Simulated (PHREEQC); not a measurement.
Consider water at 25 °C with 0.13 mol/kgw NaF and 0.0022 mol/kgw Ba(NO3)2. Closed to the air; pH follows from the charge balance.

Computed with PHREEQC (ion-association model, wateq4f.dat).

```yaml
pH: 8.09
ionic_strength: 0.132 mol/kgw
```

| species | molality | activity | log γ |
|---|---|---|---|
| F- | 0.125 | 0.0926 | -0.131 |
| Na+ | 0.125 | 0.0959 | -0.115 |
| NaF | 0.00495 | 0.00511 | 0.013 |
| NO3- | 0.00440 | 0.00321 | -0.136 |
| Ba+2 | 0.00220 | 0.000756 | -0.464 |
| OH- | 1.65e-6 | 1.22e-6 | -0.131 |
| HF | 1.10e-6 | 1.13e-6 | 0.013 |
| HF2- | 5.44e-7 | 4.03e-7 | -0.131 |
| H+ | 1.00e-8 | 8.16e-9 | -0.089 |
| BaOH+ | 4.08e-9 | 3.12e-9 | -0.116 |

Precipitation was switched off in this run. Saturation is exceeded, for instance for BaF2; the values hold only as long as no solid forms.
